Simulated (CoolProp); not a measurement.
Values from CoolProp's reference Helmholtz-energy equation of state, Beckmüller 2019.

### Question
For n-octane, give the phase and the cv (kJ/(kg K)), Joule-Thomson coefficient (K/MPa), isothermal compressibility (1/MPa), expansivity (1/kK) at 595 K and 0.505 MPa.

### Answer
- 595 K and 0.505 MPa: gas; cv 2.79, Joule-Thomson coefficient 7.36, isothermal compressibility 2.12, expansivity 2.13
